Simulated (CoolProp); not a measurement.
Vapour pressure (bar) of n-butane: the reference equation beside estimates from Tc = 425.1 K, pc = 37.96 bar, ω = 0.201. Clausius-Clapeyron is anchored at 304.7 K with a constant enthalpy of vaporisation of 20.61 kJ/mol.

Values from CoolProp's reference Helmholtz-energy equation of state, Bücker 2006.

| T (K) | reference | Clausius-Clapeyron | Soave-Redlich-Kwong |
|---|---|---|---|
| 268.1 | 0.8492 | 0.9774 | 0.8389 |
| 280.3 | 1.342 | 1.462 | 1.333 |
| 292.5 | 2.033 | 2.114 | 2.029 |
| 304.7 | 2.968 | 2.968 | 2.974 |
| 316.9 | 4.197 | 4.060 | 4.222 |
| 329.1 | 5.773 | 5.426 | 5.827 |
| 341.2 | 7.734 | 7.088 | 7.829 |
| 353.4 | 10.17 | 9.108 | 10.32 |
| 365.6 | 13.13 | 11.51 | 13.35 |
| 377.8 | 16.69 | 14.33 | 16.98 |
| 390 | 20.92 | 17.59 | 21.27 |
| 402.2 | 25.92 | 21.34 | 26.30 |

Absolute difference from the reference over all 12 rows, mean and median: Clausius-Clapeyron 9.7 and 9.7 %, Soave-Redlich-Kwong 1.1 and 1.2 %.
